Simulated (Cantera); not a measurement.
An isothermal, constant-pressure homogeneous reactor starts with 4.40 % H2, 95.6 % O2, at 1175 K and 9.00 Torr.

Model: the H2/O2 subset of GRI-Mech 3.0, which has no nitrogen chemistry, integrated in Cantera. Radical loss at walls, strong at low pressure, is not modelled. The temperature is held fixed by assumption; the heat of reaction is taken as removed at once.

x: mole fraction; the columns are a selection and need not sum to one.

```csv
t (s),x H2,x O2,x H2O,x H2O2,x O,x HO2
9.00e-5,0.0440,0.956,3.46e-10,<1e-12,1.03e-9,1.93e-9
0.000237,0.0440,0.956,4.38e-9,1.54e-12,5.89e-9,5.10e-9
0.000624,0.0440,0.956,___,1.07e-11,___,___
0.00164,0.0439,0.956,___,1.01e-10,___,___
0.00433,0.00231,0.924,0.0354,1.42e-7,0.0253,3.53e-6
0.0114,0.000604,0.926,0.0395,6.93e-8,0.0259,3.00e-6
0.0300,0.000432,0.935,0.0413,7.15e-8,0.0180,2.75e-6
0.0790,0.000203,0.946,0.0433,6.99e-8,0.00821,2.13e-6
0.208,5.44e-5,0.952,0.0444,5.54e-8,0.00217,1.17e-6
0.548,1.01e-5,0.954,0.0448,3.13e-8,0.000406,4.28e-7
1.44,1.82e-6,0.955,0.0449,1.33e-8,7.34e-5,1.18e-7
3.80,3.77e-7,0.955,0.0449,4.88e-9,1.54e-5,3.15e-8
10.0,9.39e-8,0.955,0.0449,1.71e-9,3.86e-6,9.91e-9
```

**Question.** Complete the blanks.

**Answer.** 
- 0.000624, x H2O: 8.46e-8
- 0.000624, x O: 6.74e-8
- 0.000624, x HO2: 1.36e-8
- 0.00164, x H2O: 1.99e-5
- 0.00164, x O: 1.39e-5
- 0.00164, x HO2: 9.03e-8
